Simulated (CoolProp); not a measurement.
Saturation properties of ammonia.

Model: reference Helmholtz-energy equation of state, Gao 2020, in CoolProp.

```json
[
 {"T (°C)": "36.25", "p (kPa)": "1399", "liquid cp (kJ/(kg K))": "4.890", "surface tension (mN/m)": "17.9", "liquid conductivity (mW/(m K))": "?"},
 {"T (°C)": "41.65", "p (kPa)": "1627", "liquid cp (kJ/(kg K))": "4.954", "surface tension (mN/m)": "16.7", "liquid conductivity (mW/(m K))": "439"},
 {"T (°C)": "47.05", "p (kPa)": "1882", "liquid cp (kJ/(kg K))": "5.025", "surface tension (mN/m)": "15.5", "liquid conductivity (mW/(m K))": "425"},
 {"T (°C)": "52.45", "p (kPa)": "2165", "liquid cp (kJ/(kg K))": "5.107", "surface tension (mN/m)": "14.3", "liquid conductivity (mW/(m K))": "410"},
 {"T (°C)": "57.85", "p (kPa)": "2480", "liquid cp (kJ/(kg K))": "5.201", "surface tension (mN/m)": "13.2", "liquid conductivity (mW/(m K))": "395"},
 {"T (°C)": "63.25", "p (kPa)": "2828", "liquid cp (kJ/(kg K))": "5.310", "surface tension (mN/m)": "12.0", "liquid conductivity (mW/(m K))": "381"},
 {"T (°C)": "68.65", "p (kPa)": "3211", "liquid cp (kJ/(kg K))": "5.437", "surface tension (mN/m)": "10.9", "liquid conductivity (mW/(m K))": "367"},
 {"T (°C)": "74.05", "p (kPa)": "3632", "liquid cp (kJ/(kg K))": "5.586", "surface tension (mN/m)": "9.80", "liquid conductivity (mW/(m K))": "353"},
 {"T (°C)": "79.45", "p (kPa)": "4092", "liquid cp (kJ/(kg K))": "5.767", "surface tension (mN/m)": "8.71", "liquid conductivity (mW/(m K))": "?"},
 {"T (°C)": "84.85", "p (kPa)": "4595", "liquid cp (kJ/(kg K))": "?", "surface tension (mN/m)": "?", "liquid conductivity (mW/(m K))": "325"},
 {"T (°C)": "90.25", "p (kPa)": "5143", "liquid cp (kJ/(kg K))": "6.263", "surface tension (mN/m)": "6.60", "liquid conductivity (mW/(m K))": "310"},
 {"T (°C)": "95.65", "p (kPa)": "5738", "liquid cp (kJ/(kg K))": "6.620", "surface tension (mN/m)": "5.59", "liquid conductivity (mW/(m K))": "?"}
]
```

**Question.** Complete the blanks.

**Answer.** 
- 36.25, liquid conductivity (mW/(m K)): 454
- 79.45, liquid conductivity (mW/(m K)): 339
- 84.85, liquid cp (kJ/(kg K)): 5.987
- 84.85, surface tension (mN/m): 7.64
- 95.65, liquid conductivity (mW/(m K)): 296

It boils at -33.3 °C under 1 atm.

Thermal conductivity comes from a separate model (Tufeu 1984). Surface tension comes from a separate correlation (Mulero 2012).
